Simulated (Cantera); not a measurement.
An isothermal, constant-pressure homogeneous reactor starts with CO : O2 : H2O : N2 = 0.0014 : 0.028 : 0.0011 : 1 (molar parts), equivalence ratio 0.025, at 1398 K and 0.220 bar. Integrator tolerance rtol = 1e-08.

Model: GRI-Mech 3.0 (53 species, 325 reactions), integrated in Cantera.

Question: What does this change do: 0.093 parts CH4 added?

Answer: 
```
quantity                                            before                                   after
----------------  ----------------------------------------  --------------------------------------
x(CO) at 90.0 s    1.70e-8 (gas-phase equilibrium 1.70e-8)   0.0212 (gas-phase equilibrium 0.0470)
x(O2) at 90.0 s      0.0265 (gas-phase equilibrium 0.0264)   <1e-12 (gas-phase equilibrium <1e-12)
x(H2O) at 90.0 s   0.00107 (gas-phase equilibrium 0.00107)  0.0224 (gas-phase equilibrium 5.53e-8)
x(H2) at 90.0 s    6.16e-9 (gas-phase equilibrium 6.18e-9)    0.0891 (gas-phase equilibrium 0.134)
x(NO2) at 90.0 s  5.19e-10 (gas-phase equilibrium 3.51e-7)   <1e-12 (gas-phase equilibrium <1e-12)
```
GRI-Mech 3.0 stops at C3 and has no aromatics, soot or wall deposition, so with more carbon than oxygen in the feed, carbon stays in small species such as C2H2 where larger ones or solid carbon would form. The temperature is held fixed by assumption; the heat of reaction is taken as removed at once.
